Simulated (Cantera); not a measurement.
Input: 1 mol Al, 0.59 mol O2, 260 mol H2, 83 mol NH3, equilibrated at 500 °C and 0.260 bar.

Equilibrium computed with Cantera from the NASA thermochemical tables; the gas is ideal and each condensed phase is pure. Candidate condensed phases: Al, AlN, Al2O3, H2O; 35 gas species. Kinetics and transport are ignored.

Base state: H2 0.903, N2 0.0971, NH3 0.000275 (mole fractions); condensed: AlN(s) + Al2O3(s).

What changes in the equilibrium state with this change: Al replaced by Al(CH3)3?


| species | before | after |
|---|---|---|
| H2 | 0.903 | 0.896 |
| N2 | 0.0971 | 0.0967 |
| CH4 | 0 | 0.00702 |
| NH3 | 0.000275 | 0.000271 |
| AlN(s), mol | 0.213 | 0.213 |
| Al2O3(s), mol | 0.393 | 0.393 |
The feed counts by its element totals alone. Further candidate phases: C, C6H6, C7H8, C8H18.
